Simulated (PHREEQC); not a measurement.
Consider water at 25 °C with 0.00095 mol NaHSO4, 0.2 mol K2CO3 and 0.29 mol NaAlO2 per kg of water. Closed to the air; pH follows from the charge balance.

Model: ion-association model, wateq4f.dat, run in PHREEQC.

| Property | Result |
|---|---|
| pH | 11.27 |
| ionic strength | 0.711 mol/kgw |
| activity of water | 0.981 |
| total alkalinity | 1560 meq/kg |

```json
[
 {"species": "K+", "molality": "0.400", "activity": "0.248", "log γ": "-0.208"},
 {"species": "Al(OH)4-", "molality": "0.290", "activity": "0.187", "log γ": "-0.191"},
 {"species": "Na+", "molality": "0.203", "activity": "0.143", "log γ": "-0.151"},
 {"species": "CO3-2", "molality": "0.108", "activity": "0.0221", "log γ": "-0.689"},
 {"species": "NaCO3-", "molality": "0.0878", "activity": "0.0591", "log γ": "-0.172"},
 {"species": "HCO3-", "molality": "0.00379", "activity": "0.00255", "log γ": "-0.172"},
 {"species": "OH-", "molality": "0.00301", "activity": "0.00182", "log γ": "-0.218"},
 {"species": "SO4-2", "molality": "0.000575", "activity": "0.000102", "log γ": "-0.750"}
]
```

No solid was allowed to form. The solution is supersaturated, for example in Boehmite (slow to form), Gibbsite (slow to form), so a real one may precipitate; this is no full list. The ionic strength is past about 0.7 mol/kgw, beyond the range of this activity model, so the values are rough.
